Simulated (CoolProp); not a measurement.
A simple Rankine cycle with water: condensing at 307.15 K, boiler at 9.19 MPa, turbine inlet 728 K, turbine efficiency 0.85, pump efficiency 0.6, no recuperator. Each further row changes one setting.

The numbers come from the reference Helmholtz-energy equation of state, Wagner 2002 in CoolProp.

| case | thermal efficiency (%) | net work (kJ/kg) | heat in (kJ/kg) | turbine exit temperature (K) | volume ratio over the turbine |
|---|---|---|---|---|---|
| as stated | 34.6 | 1070 | 3110 | 307.1 | 675 |
| turbine inlet 748 K | 34.8 | 1100 | 3160 | 307.1 | 658 |
| condensing temperature 299.15 K | 35.5 | 1120 | 3140 | 299.2 | 1030 |
| boiler pressure 6.43 MPa | 33.6 | 1060 | 3160 | 307.1 | 471 |
| turbine efficiency 0.75 | 30.4 | 946 | 3110 | 307.1 | 718 |

The expansion ends wet for: as stated; turbine inlet 748 K; condensing temperature 299.15 K; boiler pressure 6.43 MPa; turbine efficiency 0.75.
